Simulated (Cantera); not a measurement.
A Cantera script and what it prints.

```python
import numpy as np
import cantera as ct

gas_names = """
    H H2 Pb Pb2
""".split()
cond_names = """
    Pb(cr) Pb(L)
""".split()


# ... load() reads the species with a 1 bar reference pressure and builds the phases ...
atoms = {
    'Pb': {'Pb': 1},
    'H2': {'H': 2},
}
top_T = {}  # K; cautious upper limits of use, not melting points


# ... equilibrate(T, P, feed) seeds the gas with the atoms and calls Mixture.equilibrate('TP', solver="vcs", rtol=1e-11, max_steps=5000) ...
results = []
feed = {'Pb': 1, 'H2': 0.19}  # mol
P = 42000  # Pa
for T in [573, 648, 723, 798, 873, 948, 1023, 1098, 1173, 1248, 1323, 1398, 1473]:
    mix = equilibrate(T, P, feed)
    results.append((T, P, feed, dict(zip(mix.species_names, mix.species_moles))))

top = {s: max(r[3][s] / sum(r[3][g] for g in gas_names) for r in results) for s in gas_names}
cols = sorted((s for s in top if top[s] > 1e-05), key=lambda s: -top[s])[:9]
seen = [c for c in cond_names if any(r[3].get(c, 0) > 1e-12 for r in results)]
print("log10 of partial pressures in bar; condensed amounts in mol")
print(f"{'T/K':>10s}" + "".join(f"{s[:9]:>10s}" for s in cols + seen))
for T, P, feed, n in results:
    ng = sum(n[g] for g in gas_names)
    print(f"{T:10.4g}" + "".join(f"{np.log10(max(n[s] / ng * P / 1e5, 1e-99)):10.3f}" for s in cols)
          + "".join(f"{n.get(c, 0):10.4g}" for c in seen))
```

Output:

```
log10 of partial pressures in bar; condensed amounts in mol
       T/K        H2        Pb         H       Pb2    Pb(cr)     Pb(L)
       573    -0.377   -12.079   -17.425   -22.557         1         0
       648    -0.377   -10.075   -15.105   -19.172         0         1
       723    -0.377    -8.509   -13.262   -16.534         0         1
       798    -0.377    -7.242   -11.763   -14.404         0         1
       873    -0.377    -6.197   -10.518   -12.649         0         1
       948    -0.377    -5.320    -9.469   -11.178         0         1
      1023    -0.377    -4.574    -8.571    -9.930         0         1
      1098    -0.377    -3.933    -7.795    -8.857         0    0.9999
      1173    -0.377    -3.375    -7.117    -7.926         0    0.9998
      1248    -0.378    -2.886    -6.520    -7.111         0    0.9994
      1323    -0.380    -2.454    -5.990    -6.391         0    0.9984
      1398    -0.386    -2.069    -5.518    -5.751         0    0.9961
      1473    -0.397    -1.725    -5.096    -5.179         0    0.9911
```

Method: chemical equilibrium by Gibbs-energy minimisation in Cantera with the NASA 1993 tables (ideal gas, pure condensed phases).
